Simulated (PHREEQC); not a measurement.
# Polishing slurry liquid: an equilibrium model

Solution (35 °C): 0.0092 mol/kgw TMAH and 6.3e-05 mol/kgw CO2. Closed to the air; pH follows from the charge balance.

Computed with PHREEQC (ion-association model, phreeqc.dat).

No solid was allowed to form.

### Question
What pH does the model give?

### Answer
pH 11.59.

### Question
In which forms is C present?

### Answer
CO3-2 97 %, HCO3- 3.3 % of the C.

(CH3)4N+ isn't in the database: it is added as a free cation with an ion size of 4 Å.
